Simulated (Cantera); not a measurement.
A Cantera script and what it prints.

```python
import numpy as np
import cantera as ct

gas_names = """
    AL ALN ALO ALO2 AL2 AL2O AL2O2 N NO NO2 NO3 N2 N2O O O2 O3
""".split()
cond_names = """
    AL(cr) AL(L) ALN(s) AL2O3(a) AL2O3(L)
""".split()


# ... load() reads the species with a 1 bar reference pressure and builds the phases ...
atoms = {
    'Al2O3': {'AL': 2, 'O': 3},
    'N2': {'N': 2},
}
top_T = {'ALN(s)': 2750}  # K; cautious upper limits of use, not melting points


# ... equilibrate(T, P, feed) seeds the gas with the atoms and calls Mixture.equilibrate('TP', solver="vcs", rtol=1e-11, max_steps=5000) ...
results = []
feed = {'Al2O3': 1, 'N2': 0.31}  # mol
T = 1873  # K
P = 47000  # Pa
mix = equilibrate(T, P, feed)
results.append((T, P, feed, dict(zip(mix.species_names, mix.species_moles))))
print(gas.report(threshold=1e-05))
for i in range(1, mix.n_phases):
    print(f"{mix.phase(i).name:16s} {mix.phase_moles(i):12.5e} mol")
```

It prints:

```
       temperature   1873 K
          pressure   47000 Pa
           density   0.084548 kg/m^3
  mean mol. weight   28.014 kg/kmol
   phase of matter   gas

                          1 kg             1 kmol
                     ---------------   ---------------
          enthalpy        1.8396e+06        5.1534e+07  J
   internal energy        1.2837e+06        3.5961e+07  J
           entropy            9137.1        2.5597e+05  J/K
    Gibbs function       -1.5274e+07       -4.2789e+08  J
 heat capacity c_p            1276.4             35756  J/K
 heat capacity c_v            979.58             27442  J/K

                      mass frac. Y      mole frac. X     chem. pot. / RT
                     ---------------   ---------------   ---------------
                N2                 1                 1           -27.477
     [  +15 minor]        2.1302e-08         2.056e-08

AL(L)             0.00000e+00 mol
ALN(s)            0.00000e+00 mol
AL2O3(a)          1.00000e+00 mol
```

These are equilibrium values from Cantera (NASA tables, ideal gas, pure condensed phases), not measurements of a reactor.
